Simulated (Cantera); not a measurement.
Charge: 1 mol FeS2, 3.4 mol H2S, 33 mol N2, equilibrated at 1675 °C and 1900000 Pa.

Cantera equilibrium calculation (NASA polynomials, part measured and part estimated; ideal gas, pure solids and liquids). Candidate condensed phases: Fe, FeS, FeS2, S; 16 gas species. FeS: taken at fixed stoichiometry. Equilibrium is a limit: real reactors are often held back by kinetics, nucleation or transport.

Base state: N2 0.869, H2 0.0552, S2 0.0400, H2S 0.0328, SH 0.00298, S 0.000103, H 6.09e-5 (mole fractions); condensed: FeS(l).

What changes in the equilibrium state with this change: temperature from 1675 °C to 877 °C?


```json
[
 {"species": "N2", "before": "0.869", "after": "0.892"},
 {"species": "H2S", "before": "0.0328", "after": "0.0871"},
 {"species": "S2", "before": "0.0400", "after": "0.0159"},
 {"species": "H2", "before": "0.0552", "after": "0.00479"},
 {"species": "H", "before": "6.09e-5", "after": "1.19e-9"},
 {"species": "S", "before": "0.000103", "after": "5.95e-9"},
 {"species": "SH", "before": "0.00298", "after": "2.30e-5"},
 {"species": "FeS(l), mol", "before": "1.000", "after": "0"},
 {"species": "FeS(s), mol", "before": "0", "after": "1.00"}
]
```
Gases not in the tables: S3 to S7.
